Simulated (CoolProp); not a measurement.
CF4 (R14) along the isotherm -31.35 °C: fugacity coefficient from the reference equation and from simpler models built on Tc = -45.8 °C, pc = 3762 kPa, ω = 0.178; each cubic takes its own stable root.

The numbers come from the reference Helmholtz-energy equation of state, Platzer 1990 in CoolProp. This equation is an older, rougher fit; its heat capacities, sound speeds and derivatives of the liquid may be far off and weren't checked against measurements.

```csv
p (kPa),phase,reference,van der Waals,Soave-Redlich-Kwong,Peng-Robinson
119,gas,0.9911,0.9919,0.9912,0.9901
179,gas,0.9866,0.9879,0.9868,0.9851
271,gas,0.9798,0.9816,0.9800,0.9775
408,gas,0.9697,0.9724,0.9700,0.9662
616,gas,0.9544,0.9583,0.9548,0.9492
930,gas,0.9316,0.9372,0.9321,0.9239
1400,gas,0.8979,0.9057,0.8985,0.8868
2120,gas,0.8471,0.8574,0.8479,0.8315
3190,gas,0.7730,0.7852,0.7742,0.7523
4820,supercritical,0.6597,0.6660,0.6627,0.6364
7260,supercritical,0.5108,0.5217,0.5215,0.4949
11000,supercritical,0.3981,0.4239,0.4133,0.3858
16500,supercritical,0.3298,0.3722,0.3467,0.3166
24900,supercritical,0.2967,0.3635,0.3141,0.2782
37600,supercritical,0.3022,0.4162,0.3198,0.2716
```
